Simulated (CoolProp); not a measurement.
Vapour-liquid equilibrium of dimethyl ether (1) + n-butane (2) at -19.95 °C; x and y are mole fractions of (1).

Values from CoolProp's multi-fluid Helmholtz-energy mixture model, Wu 2011 and Bücker 2006; pair parameters Bell 2016.

Give the bubble pressure and the first vapour's composition at x = 0.05, 0.2, 0.95. Is there an azeotrope?

x = 0.05: 0.05360 MPa, y = 0.192; x = 0.2: 0.07387 MPa, y = 0.492; x = 0.95: 0.1227 MPa, y = 0.965. No azeotrope shows between x = 0.05 and 0.95.

The pair parameters rest on a limited set of measurements; away from them the model extrapolates.
